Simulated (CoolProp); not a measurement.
Cyclohexane at several states: density (kg/m³) from the reference equation and from simpler models built on Tc = 553.6 K, pc = 4081 kPa, ω = 0.209; each cubic takes its own stable root.

The numbers come from the reference Helmholtz-energy equation of state, Zhou 2014 in CoolProp.

| T (K) | p (kPa) | phase | reference |
|---|---|---|---|
| 481.8 | 21.8 | gas | 0.4593 |
| 291.8 | 3050 | liquid | 782.4 |
| 601.4 | 2070 | gas | 40.73 |
| 528.1 | 451 | gas | 9.052 |

How far does each simpler model (van der Waals, Soave-Redlich-Kwong, Peng-Robinson) lie from the reference over these 4 states: mean and median of the absolute difference, and the worst?


- van der Waals: mean 9.8 %, median 0.8 %, worst -37.7 % at 291.8 K and 3050 kPa
- Soave-Redlich-Kwong: mean 1.8 %, median 0.2 %, worst -6.8 % at 291.8 K and 3050 kPa
- Peng-Robinson: mean 1.7 %, median 1.0 %, worst +4.9 % at 291.8 K and 3050 kPa
